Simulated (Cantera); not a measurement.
A closed system holds: 1 mol HI, 0.82 mol O2, 12 mol N2, equilibrated at 10.0 bar.

Equilibrium computed with Cantera from the NASA thermochemical tables; the gas is ideal and each condensed phase is pure. Candidate condensed phases: H2O, I2; 27 gas species. The numbers say what is thermodynamically allowed, not how fast it happens.

x: gas mole fraction; nothing condenses.

| T (°C) | x N2 | x I | x O2 | x H2O | x NO | x OH |
|---|---|---|---|---|---|---|
| 2275 | 0.847 | 0.0697 | 0.0343 | 0.0328 | 0.0105 | (withheld) |
| 2350 | 0.845 | 0.0697 | 0.0334 | 0.0322 | 0.0117 | (withheld) |
| 2425 | 0.844 | 0.0697 | 0.0324 | 0.0314 | 0.0129 | (withheld) |
| 2500 | 0.843 | 0.0696 | 0.0314 | 0.0304 | 0.0142 | (withheld) |
| 2575 | 0.841 | 0.0695 | 0.0303 | 0.0294 | 0.0154 | (withheld) |
| 2650 | 0.839 | 0.0694 | 0.0291 | 0.0281 | 0.0167 | (withheld) |
| 2725 | 0.837 | 0.0693 | 0.0279 | 0.0267 | 0.0179 | (withheld) |

Task: Fill in the missing entries.

Result: 
- 2275, x OH: 0.00343
- 2350, x OH: 0.00420
- 2425, x OH: 0.00506
- 2500, x OH: 0.00601
- 2575, x OH: 0.00704
- 2650, x OH: 0.00813
- 2725, x OH: 0.00926
